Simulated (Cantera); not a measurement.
Feed: 1 mol SiF₄, 4.8 mol NO, 48 mol N₂, equilibrated at 1375 °C and 9.10 mbar.

Equilibrium computed with Cantera from the NASA thermochemical tables; the gas is ideal and each condensed phase is pure. Candidate condensed phases: Si, SiO₂, Si₂N₂O, Si₃N₄; 28 gas species. Rates play no part.

Base state: N₂ 0.936, O₂ 0.0440, SiF₄ 0.0186, NO 0.00118, O 5.57e-5 (mole fractions); condensed: gas only.

Task: What changes in the equilibrium state with this change: SiF₄ replaced by HMDSO?

Result: 
```csv
species,before,after
N₂,0.936,0.776
H₂,0,0.139
CO,0,0.0791
O₂,0.0440,<1e-9
SiF₄,0.0186,0
SiO,5.26e-9,0.00463
NO,0.00118,<1e-9
H,0,0.000349
HCN,0,0.000218
O,5.57e-5,<1e-9
"SiC(s), mol",0,0.890
"Si₂N₂O(s), mol",0,0.406
```
The feed counts by its element totals alone. Mutual solubility and eutectic melting of coexisting phases are not modelled. Further candidate phases: C, C₆H₆, C₇H₈, C₈H₁₈, H₂O, SiC.
